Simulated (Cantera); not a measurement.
Feed: 1 mol SiH2Cl2, 0.32 mol HCl, 45 mol N2, held at 902 °C and 26.3 Torr.

Cantera equilibrium calculation (NASA polynomials, part measured and part estimated; ideal gas, pure solids and liquids). Candidate condensed phases: NH4Cl, Si, Si3N4; 28 gas species. N2 is the only nitrogen source here; it is nearly inert below about 1500 K, so the nitride shown seldom forms there in practice. The tables' values for SiCl3 are old estimates; treat these amounts as uncertain. The numbers say what is thermodynamically allowed, not how fast it happens.

Base state: N2 0.953, HCl 0.0375, H2 0.00613, SiCl4 0.00298, SiCl3 9.20e-5, SiCl2 2.78e-5, SiHCl3 1.15e-5 (mole fractions); condensed: Si3N4(s).

Task: What changes in the equilibrium state with this change: pressure from 26.3 Torr to 1.88 Torr?

Result: 
```
species         before     after
-------------  -------  --------
N2               0.953     0.953
HCl             0.0375    0.0396
H2             0.00613   0.00507
SiCl4          0.00298   0.00225
SiCl2          2.78e-5  0.000218
SiCl3          9.20e-5  0.000224
SiHCl3         1.15e-5   6.79e-6
Si3N4(s), mol    0.285     0.291
```
